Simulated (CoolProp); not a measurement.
The fluid at 298.15 K and 0.547 MPa is throttled through a valve to 0.27 MPa with no heat exchange. The same conditions are run with several fluids, on thermodynamics alone (safety and materials aside).

The numbers come from the reference Helmholtz-energy equation of state of each fluid (chlorine: Thol 2021; propane: Lemmon 2009; nitrous oxide: Lemmon 2006; sulfur hexafluoride: Guder 2009; R407C: Lemmon 2003) in CoolProp. Blends and air are pseudo-pure fits.

```tsv
fluid	temperature change (K)	final density (kg/m³)
chlorine	-8.6	8.27
propane	-5.2	5.13
nitrous oxide	-3.1	4.92
sulfur hexafluoride	-2.8	16.6
R407C	-6.1	10.1
```
